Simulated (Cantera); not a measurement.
An isothermal plug-flow reactor at 725 K and 0.480 bar (inlet), inlet velocity 2.5 m/s, active area per volume 160 1/m; feed H2 : O2 : N2 = 0.022 : 0.12 : 0.79 (molar parts), equivalence ratio 0.092.

Detailed kinetics in Cantera: Deutschmann's 1995 Pt surface mechanism with GRI-Mech 3.0 gas chemistry. Catalytic surfaces can have several steady states; this one follows from the mechanism file's or the stated starting coverage. Mass transfer to the wall is taken as infinitely fast.

Predict: x(H2) at z = 0.026 m; x(O2) at z = 0.026 m; x(H2O) at z = 0.026 m; θ(free Pt) at the exit; θ(O*) at the exit; θ(OH*) at the exit.


| Property | Result |
|---|---|
| x(H2) at z = 0.026 m | 0.000958 |
| x(O2) at z = 0.026 m | 0.119 |
| x(H2O) at z = 0.026 m | 0.0229 |
| θ(free Pt) at the exit | 0.0238 |
| θ(O*) at the exit | 0.974 |
| θ(OH*) at the exit | 0.00266 |
